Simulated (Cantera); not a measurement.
A Cantera script and what it prints.

```python
import numpy as np
import cantera as ct

gas_names = [...]  # 114 gases of nasa_gas.yaml made of C, Fe, H, O
cond_names = """
    C(gr) C6H6(L) C7H8(L) C8H18(L),n-octa Fe(a) Fe(c) Fe(d) Fe(L) FeC5O5(L) FeO(s) FeO(L) Fe(OH)2(s)
    Fe(OH)3(s) Fe2O3(s) Fe3O4(s) H2O(s) H2O(L)
""".split()


# ... load() reads the species with a 1 bar reference pressure and builds the phases ...
atoms = {
    'Fe(CO)5': {'Fe': 1, 'C': 5, 'O': 5},
    'O2': {'O': 2},
    'H2': {'H': 2},
}
top_T = {'C(gr)': 4500, 'Fe2O3(s)': 1830, 'Fe3O4(s)': 1870}  # K; cautious upper limits of use, not melting points


# ... equilibrate(T, P, feed) seeds the gas with the atoms and calls Mixture.equilibrate('TP', solver="vcs", rtol=1e-11, max_steps=5000) ...
results = []
feed = {'Fe(CO)5': 1, 'O2': 0.54, 'H2': 16}  # mol
T = 723.15  # K
P = 160  # Pa
mix = equilibrate(T, P, feed)
results.append((T, P, feed, dict(zip(mix.species_names, mix.species_moles))))
x = sorted(zip(gas.X, gas.species_names), reverse=True)
print(f"T = {T:g} K  P = {P:g} Pa  gas = {mix.phase_moles(0):.4g} mol")
print("   x: " + "  ".join(f"{s} {v:.3e}" for v, s in x if v > 0.0001))
print("   condensed (mol): " + ("  ".join(f"{mix.phase(i).name} {mix.phase_moles(i):.4g}"
      for i in range(1, mix.n_phases) if mix.phase_moles(i) > 1e-12) or "none"))
```

Result:

```
T = 723.15 K  P = 160 Pa  gas = 20.09 mol
   x: H2 7.497e-01  CO 1.514e-01  CO2 5.711e-02  H2O 3.697e-02  CH4 4.786e-03
   condensed (mol): C(gr) 0.7142  Fe(a) 1
```

These are equilibrium values from Cantera (NASA tables, ideal gas, pure condensed phases), not measurements of a reactor. Condensed phases not in the tables: cementite and carbon dissolved in iron.
